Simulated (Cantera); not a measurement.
A perfectly stirred reactor is fed with 2.63 % C₃H₈, 97.4 % H₂, at 0.000490 bar; it is held at 1025 K, and followed from long to short residence time.

Detailed kinetics in Cantera: GRI-Mech 3.0 (53 species, 325 reactions). GRI-Mech 3.0 was tuned for natural gas; its chemistry of propane as a main component is partial and can be far from experiment. GRI-Mech 3.0 stops at C3 and has no aromatics, soot or wall deposition, so with more carbon than oxygen in the feed, carbon stays in small species such as C2H2 where larger ones or solid carbon would form. Radical loss at walls, strong at low pressure, is not modelled.

x: mole fraction; the columns are a selection and need not sum to one.

| τ (s) | x C₃H₈ | x H₂ | x C₂H₂ | x C₂H₄ | x CH₂ |
|---|---|---|---|---|---|
| 3.5 | 0.0126 | 0.961 | 6.52e-5 | 0.0132 | 5.18e-10 |
| 1.0 | [?] | 0.970 | [?] | [?] | 2.81e-10 |
| 0.29 | 0.0259 | 0.973 | 2.71e-8 | 0.000405 | 3.85e-11 |
| 0.084 | 0.0263 | 0.974 | 1.87e-10 | 3.48e-5 | 2.83e-12 |
| 0.024 | 0.0263 | 0.974 | 1.06e-12 | 2.74e-6 | <1e-12 |
| 0.0069 | 0.0263 | 0.974 | <1e-12 | 1.97e-7 | <1e-12 |
| 0.0020 | 0.0263 | 0.974 | <1e-12 | [?] | <1e-12 |

Q: What belongs in the gaps?

A: 
- 1.0, x C₃H₈: 0.0226
- 1.0, x C₂H₂: 2.59e-6
- 1.0, x C₂H₄: 0.00361
- 0.0020, x C₂H₄: 1.19e-8
